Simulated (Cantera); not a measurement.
An isothermal, constant-pressure homogeneous reactor starts with C₂H₆ : N₂ = 1 : 29 (molar parts), at 1448 K and 100.0 Torr. Integrator tolerance rtol = 1e-08.

Computed with Cantera and GRI-Mech 3.0 (53 species, 325 reactions). GRI-Mech 3.0 stops at C3 and has no aromatics, soot or wall deposition, so with more carbon than oxygen in the feed, carbon stays in small species such as C2H2 where larger ones or solid carbon would form.

Problem. What does this change do: pressure from 100.0 Torr to 1.01 bar?

Solution. 
```json
[
 {"quantity": "x(C₂H₆) at 300 s", "before": "1.86e-8 (gas-phase equilibrium 4.07e-9)", "after": "5.98e-7 (gas-phase equilibrium 2.03e-7)"},
 {"quantity": "x(C₂H₄) at 300 s", "before": "0.000122 (gas-phase equilibrium 3.79e-5)", "after": "0.000800 (gas-phase equilibrium 0.000260)"},
 {"quantity": "x(CH₂) at 300 s", "before": "1.14e-10 (gas-phase equilibrium 4.92e-11)", "after": "8.20e-11 (gas-phase equilibrium 4.68e-11)"},
 {"quantity": "x(CH₃) at 300 s", "before": "1.45e-6 (gas-phase equilibrium 6.23e-7)", "after": "2.74e-6 (gas-phase equilibrium 1.60e-6)"},
 {"quantity": "x(H₂) at 300 s", "before": "0.0614 (gas-phase equilibrium 0.0620)", "after": "0.0567 (gas-phase equilibrium 0.0592)"},
 {"quantity": "x(C₂H₂) at 300 s", "before": "0.0308 (gas-phase equilibrium 0.00947)", "after": "0.0288 (gas-phase equilibrium 0.00897)"},
 {"quantity": "x(CH₄) at 300 s", "before": "0.000707 (gas-phase equilibrium 0.000303)", "after": "0.00352 (gas-phase equilibrium 0.00209)"}
]
```

Problem. What does this change do: pressure from 100.0 Torr to 128 Torr?

Solution. 
```json
[
 {"quantity": "x(C₂H₆) at 300 s", "before": "1.86e-8 (gas-phase equilibrium 4.07e-9)", "after": "2.46e-8 (gas-phase equilibrium 6.58e-9)"},
 {"quantity": "x(C₂H₄) at 300 s", "before": "0.000122 (gas-phase equilibrium 3.79e-5)", "after": "0.000155 (gas-phase equilibrium 4.81e-5)"},
 {"quantity": "x(CH₂) at 300 s", "before": "1.14e-10 (gas-phase equilibrium 4.92e-11)", "after": "9.91e-11 (gas-phase equilibrium 4.91e-11)"},
 {"quantity": "x(CH₃) at 300 s", "before": "1.45e-6 (gas-phase equilibrium 6.23e-7)", "after": "1.42e-6 (gas-phase equilibrium 7.02e-7)"},
 {"quantity": "x(H₂) at 300 s", "before": "0.0614 (gas-phase equilibrium 0.0620)", "after": "0.0612 (gas-phase equilibrium 0.0619)"},
 {"quantity": "x(C₂H₂) at 300 s", "before": "0.0308 (gas-phase equilibrium 0.00947)", "after": "0.0307 (gas-phase equilibrium 0.00945)"},
 {"quantity": "x(CH₄) at 300 s", "before": "0.000707 (gas-phase equilibrium 0.000303)", "after": "0.000776 (gas-phase equilibrium 0.000385)"}
]
```

Problem. What does this change do: N2 29 to 3.7 parts?

Solution. 
```
quantity                                             before                                      after
----------------  -----------------------------------------  -----------------------------------------
x(C₂H₆) at 300 s    1.86e-8 (gas-phase equilibrium 4.07e-9)    1.28e-6 (gas-phase equilibrium 8.52e-7)
x(C₂H₄) at 300 s   0.000122 (gas-phase equilibrium 3.79e-5)    0.00261 (gas-phase equilibrium 0.00172)
x(CH₂) at 300 s   1.14e-10 (gas-phase equilibrium 4.92e-11)  4.08e-10 (gas-phase equilibrium 3.31e-10)
x(CH₃) at 300 s     1.45e-6 (gas-phase equilibrium 6.23e-7)    1.10e-5 (gas-phase equilibrium 9.01e-6)
x(H₂) at 300 s        0.0614 (gas-phase equilibrium 0.0620)        0.283 (gas-phase equilibrium 0.286)
x(C₂H₂) at 300 s     0.0308 (gas-phase equilibrium 0.00947)       0.143 (gas-phase equilibrium 0.0932)
x(CH₄) at 300 s   0.000707 (gas-phase equilibrium 0.000303)     0.0115 (gas-phase equilibrium 0.00942)
```
